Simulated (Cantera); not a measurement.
## Equilibrium for silicon etching in halogen gases: Si + HBr + N₂

Input: 1 mol Si, a varied amount of HBr, 67 mol N₂, held at 1427 °C and 0.120 bar.

Equilibrium computed with Cantera from the NASA thermochemical tables; the gas is ideal and each condensed phase is pure. Candidate condensed phases: Br₂, Si, Si₃N₄; 28 gas species. The tables' values for SiBr₃, SiBr are old estimates; treat these amounts as uncertain. Equilibrium is a limit: real reactors are often held back by kinetics, nucleation or transport.

| n(HBr) (mol) | log p N₂ | log p HBr | log p H₂ | log p SiBr₂ | log p Br | log p SiBr₃ | log p SiBr₄ | n Si₃N₄(s) |
|---|---|---|---|---|---|---|---|---|
| 1.1 | -0.93 | -3.01 | -3.31 | -3.51 | -3.47 | -5.55 | -6.58 | 0.274 |
| 1.3 | -0.93 | -2.94 | -3.25 | -3.42 | -3.43 | -5.43 | -6.42 | 0.261 |
| 1.5 | -0.93 | -2.87 | -3.19 | -3.36 | -3.40 | -5.33 | -6.28 | 0.249 |
| 1.8 | -0.93 | -2.79 | -3.11 | -3.27 | -3.36 | -5.20 | -6.11 | 0.229 |
| 2.2 | -0.94 | -2.71 | -3.03 | -3.17 | -3.31 | -5.06 | -5.92 | 0.203 |
| 2.6 | -0.94 | -2.63 | -2.96 | -3.10 | -3.27 | -4.94 | -5.77 | 0.177 |
| 3.1 | -0.94 | -2.56 | -2.89 | -3.02 | -3.23 | -4.82 | -5.61 | 0.143 |
| 3.7 | -0.95 | -2.49 | -2.82 | -2.94 | -3.19 | -4.71 | -5.46 | 0.102 |
| 4.4 | -0.95 | -2.41 | -2.75 | -2.86 | -3.16 | -4.59 | -5.31 | 0.0546 |
| 5.2 | -0.95 | -2.35 | -2.69 | -2.79 | -3.12 | -4.49 | -5.17 | 0 |
| 6.2 | -0.96 | -2.23 | -2.67 | -2.80 | -3.02 | -4.39 | -4.97 | 0 |
| 7.4 | -0.97 | -2.13 | -2.65 | -2.81 | -2.93 | -4.31 | -4.79 | 0 |
log p: log10 of the partial pressure in bar; n: condensed amount in mol.

From 1.1 mol HBr to 4.4 mol HBr the condensed part is Si₃N₄(s). From 5.2 mol HBr to 7.4 mol HBr nothing is condensed. The main Si-bearing gas is SiBr₂ throughout.
